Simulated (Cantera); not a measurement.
Feed: 1 mol CaCO3, 0.18 mol CO2, a varied amount of H2, at 1925 °C and 0.133 bar.

Cantera equilibrium calculation (NASA polynomials, part measured and part estimated; ideal gas, pure solids and liquids). Candidate condensed phases: C, C6H6, C7H8, C8H18, Ca, CaCO3, CaO, Ca(OH)2, H2O; 115 gas species. The numbers say what is thermodynamically allowed, not how fast it happens.

x: gas mole fraction; n: condensed amount in mol.

| n(H2) (mol) | x CO2 | x H2 | x CO | x H2O | x H | n CaO(s) |
|---|---|---|---|---|---|---|
| 0.34 | 0.560 | 0.0148 | 0.213 | 0.205 | 0.00185 | 1.000 |
| 0.51 | [?] | [?] | [?] | [?] | [?] | 1.000 |
| 0.75 | 0.289 | 0.0667 | 0.320 | 0.317 | 0.00394 | 1.000 |
| 1.1 | 0.170 | 0.133 | 0.346 | 0.344 | 0.00556 | 1.000 |
| 1.6 | 0.0889 | 0.236 | 0.334 | 0.332 | 0.00741 | 0.999 |
| 2.4 | [?] | [?] | [?] | [?] | [?] | 0.999 |
| 3.6 | 0.0188 | 0.517 | 0.227 | 0.226 | 0.0110 | 0.999 |

**Question.** Some entries are withheld; supply them.

**Answer.** 
- 0.51, x CO2: 0.425
- 0.51, x H2: 0.0320
- 0.51, x CO: 0.270
- 0.51, x H2O: 0.266
- 0.51, x H: 0.00273
- 2.4, x CO2: 0.0413
- 2.4, x H2: 0.376
- 2.4, x CO: 0.287
- 2.4, x H2O: 0.286
- 2.4, x H: 0.00935
